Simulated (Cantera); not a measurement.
Charge: 1 mol Si(CH₃)₄, 0.36 mol HCl, 120 mol H₂, 1.7 mol CH₄, held at 2023.15 K and 0.0100 bar.

These are equilibrium values from Cantera (NASA tables, ideal gas, pure condensed phases), not measurements of a reactor. Candidate condensed phases: C, C₆H₆, C₇H₈, C₈H₁₈, Si, SiC; 109 gas species. Rates play no part.

Base state: H₂ 0.977, H 0.0188, HCl 0.00270, C₂H₂ (acetylene) 0.000874, Si 0.000340, Cl 3.86e-5, SiH 2.16e-5, SiC₂ 1.57e-5 (mole fractions); condensed: C(graphite) + SiC(s).

Q: What changes in the equilibrium state with this change: Si(CH₃)₄ replaced by SiH₂Cl₂?

A: 
```json
[
 {"species": "H₂", "before": "0.977", "after": "0.962"},
 {"species": "H", "before": "0.0188", "after": "0.0186"},
 {"species": "HCl", "before": "0.00270", "after": "0.0182"},
 {"species": "Cl", "before": "3.86e-5", "after": "0.000262"},
 {"species": "Si", "before": "0.000340", "after": "0.000340"},
 {"species": "SiCl₂", "before": "1.04e-6", "after": "4.80e-5"},
 {"species": "SiCl", "before": "2.48e-6", "after": "1.68e-5"},
 {"species": "C₂H₂ (acetylene)", "before": "0.000874", "after": "0.000860"},
 {"species": "SiH", "before": "2.16e-5", "after": "2.14e-5"},
 {"species": "C(graphite), mol", "before": "4.52", "after": "0.535"},
 {"species": "SiC(s), mol", "before": "0.946", "after": "0.940"}
]
```
The tables' values for SiCl are old estimates; treat these amounts as uncertain.
